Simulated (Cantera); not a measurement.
## Adiabatic ignition

An adiabatic, constant-pressure homogeneous reactor starts with C3H8 : O2 : N2 = 1 : 2.17 : 8.17 (molar parts), at 1275 K and 0.250 bar.

Computed with Cantera and GRI-Mech 3.0 (53 species, 325 reactions). GRI-Mech 3.0 was tuned for natural gas; its chemistry of propane as a main component is partial and can be far from experiment.

| t (s) | T (K) | x C3H8 | x O2 | x C2H6 | x HCN | x HO2 |
|---|---|---|---|---|---|---|
| 1.00e-6 | 1275 | 0.0882 | 0.191 | 7.23e-12 | <1e-12 | 8.07e-8 |
| 2.46e-6 | 1275 | 0.0882 | 0.191 | 1.11e-10 | <1e-12 | 4.51e-7 |
| 6.06e-6 | 1275 | 0.0882 | 0.191 | 1.81e-9 | <1e-12 | 2.34e-6 |
| 1.49e-5 | 1275 | 0.0881 | 0.191 | 3.23e-8 | <1e-12 | 1.02e-5 |
| 3.67e-5 | 1274 | 0.0881 | 0.191 | 5.94e-7 | <1e-12 | 3.23e-5 |
| 9.04e-5 | 1274 | 0.0878 | 0.191 | 1.06e-5 | <1e-12 | 5.75e-5 |
| 0.000223 | 1272 | 0.0867 | 0.191 | 0.000145 | <1e-12 | 3.76e-5 |
| 0.000548 | 1272 | 0.0838 | 0.189 | 0.000738 | <1e-12 | 3.81e-5 |
| 0.00135 | 1273 | 0.0757 | 0.185 | 0.00217 | <1e-12 | 5.84e-5 |
| 0.00332 | 2257 | 9.88e-11 | 0.000388 | 3.56e-7 | 9.48e-5 | 6.30e-8 |
| 0.00817 | 2251 | 1.14e-12 | 6.23e-7 | 1.64e-8 | 0.000241 | 3.19e-10 |
| 0.0201 | 2239 | <1e-12 | 7.07e-7 | 1.10e-12 | 9.64e-5 | 3.16e-10 |
| 0.0495 | 2232 | <1e-12 | 1.15e-6 | <1e-12 | 1.58e-6 | 4.51e-10 |
| 0.122 | 2231 | <1e-12 | 1.23e-6 | <1e-12 | 2.58e-7 | 4.75e-10 |
| 0.300 | 2232 | <1e-12 | 1.24e-6 | <1e-12 | 1.25e-7 | 4.78e-10 |
x: mole fraction; the columns are a selection and need not sum to one.

- time of steepest temperature rise: 3.16 ms
- temperature at 0.300 s: 2232 K
- equilibrium temperature: 2232 K
- x(C3H8) at 0.300 s: <1e-12 (gas-phase equilibrium <1e-12)
- x(O2) at 0.300 s: 1.24e-6 (gas-phase equilibrium 1.24e-6)
- x(C2H6) at 0.300 s: <1e-12 (gas-phase equilibrium <1e-12)
